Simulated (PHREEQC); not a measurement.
PHREEQC input (ion-association model, wateq4f.dat):

```
SOLUTION_MASTER_SPECIES
  An  An-  0  An  62.0  # stands for a non-complexing anion
SOLUTION_SPECIES
  An- = An-
    -log_k 0
    -gamma 3.0 0
PHASES
  Fix_H+
    H+ = H+
    -log_k 0
SOLUTION 1
  temp 25
  units mmol/kgw
  pH 7 charge
  Cl 0.0054
  Ni 0.0027
  Na 5
  An 5
END
SELECTED_OUTPUT 1
  -reset false
  -pH true
  -pe true
  -ionic_strength true
  -water true
  -totals Cl Na Ni
  -molalities Hfo_wOH Hfo_wOH2+ Hfo_wO- Hfo_sOH Hfo_sOH2+ Hfo_sO- Hfo_sONi+ Hfo_wONi+
  -saturation_indices Ni(OH)2 Halite
USER_PUNCH 1
  -headings sigma psi
  10 PUNCH EDL("sigma", "Hfo"), EDL("psi", "Hfo")
PRINT
  -reset false
USE solution 1
SURFACE 1
  Hfo_wOH 0.000337079 600 0.15
  Hfo_sOH 8.42697e-06
EQUILIBRIUM_PHASES 1
  Fix_H+ -3 HAn 10
    -force_equality true
  O2(g) -0.68 10
END
# ... the last block is repeated for the other 12 points of pH, with NaOH or the acid as the point needs
```

Selected output (columns that matter, 10 of 13 rows; pH added in front):

```
pH	mu	Na	Ni	m_Hfo_wOH	m_Hfo_wOH2+	m_Hfo_wO-	m_Hfo_sOH	m_Hfo_sOH2+	m_Hfo_sO-	m_Hfo_sONi+	si_Ni(OH)2	si_Halite	sigma	psi
3	0.0062275	0.005	2.7e-06	6.0708e-05	0.00027607	3.0583e-07	1.5177e-06	6.9016e-06	7.6456e-09	1.6029e-12	-10.514	-9.2234	0.30305	0.21487
3.67	0.005341	0.005	2.7e-06	0.00013123	0.00020391	1.9347e-06	3.2808e-06	5.0978e-06	4.8368e-08	2.6489e-11	-9.1645	-9.2186	0.22197	0.20282
5	0.0050609	0.005	2.694e-06	0.00022943	9.4947e-05	1.2701e-05	5.7319e-06	2.3721e-06	3.173e-07	5.664e-09	-6.5022	-9.2169	0.09039	0.15813
5.67	0.005034	0.005	2.6107e-06	0.00024859	6.7511e-05	2.097e-05	6.1525e-06	1.6708e-06	5.19e-07	8.4644e-08	-5.1755	-9.2167	0.051229	0.12932
6.33	0.0050185	0.005	1.7923e-06	0.00025596	5.245e-05	2.8616e-05	5.7497e-06	1.1782e-06	6.428e-07	8.5629e-07	-4.0187	-9.2166	0.0271	0.097515
7.67	0.0050039	0.0050018	1.8385e-08	0.0002586	3.9802e-05	3.8489e-05	4.5565e-06	7.0132e-07	6.7819e-07	2.4909e-06	-3.3297	-9.2164	0.0043076	0.025598
8.33	0.0050086	0.0050095	9.7577e-10	0.00025851	3.6998e-05	4.1379e-05	4.543e-06	6.5018e-07	7.2719e-07	2.5066e-06	-3.2941	-9.2158	-0.0018865	-0.011577
9	0.0050205	0.0050248	5.6182e-11	0.000258	3.3903e-05	4.4979e-05	4.5335e-06	5.9572e-07	7.9034e-07	2.5074e-06	-3.256	-9.2145	-0.0091889	-0.049018
10.33	0.0052564	0.0052759	6.9762e-12	0.00025063	2.2611e-05	6.3643e-05	4.4039e-06	3.973e-07	1.1183e-06	2.5075e-06	-3.08	-9.1947	-0.041871	-0.11803
11	0.0061316	0.0061689	1.7975e-11	0.0002332	1.387e-05	8.9817e-05	4.0976e-06	2.4372e-07	1.5782e-06	2.5075e-06	-2.8678	-9.1317	-0.079962	-0.14697
```

Complexes and solids missing from the database can't appear. The oxide is taken as insoluble; below pH 4 it would dissolve.
